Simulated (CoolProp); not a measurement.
Carbon monoxide along the isobar 409 kPa: fugacity coefficient from the reference equation and from simpler models built on Tc = -140.3 °C, pc = 3498 kPa, ω = 0.050; each cubic takes its own stable root.

Model: reference Helmholtz-energy equation of state, Lemmon 2006, in CoolProp. It is a short technical equation, of lower accuracy than the large ones.

```csv
T (°C),phase,reference
-183.45,liquid,0.5330
-173.05,gas,0.9121
-162.65,gas,0.9340
-152.35,gas,0.9489
-141.95,gas,0.9598
-131.55,gas,0.9679
-121.15,gas,0.9741
-110.75,gas,0.9788
-100.35,gas,0.9826
-89.95,gas,0.9857
-79.55,gas,0.9881
-69.15,gas,0.9901
-58.75,gas,0.9918
-48.35,gas,0.9932
-37.95,gas,0.9944
-27.55,gas,0.9954
```

Task: How far does each simpler model (Redlich-Kwong, Soave-Redlich-Kwong) lie from the reference over these 16 states: mean and median of the absolute difference, and the worst?

Result: 
- Redlich-Kwong: mean 0.3 %, median 0.1 %, worst -3.1 % at -183.45 °C and 409 kPa
- Soave-Redlich-Kwong: mean 0.1 %, median 0.1 %, worst +0.2 % at -183.45 °C and 409 kPa
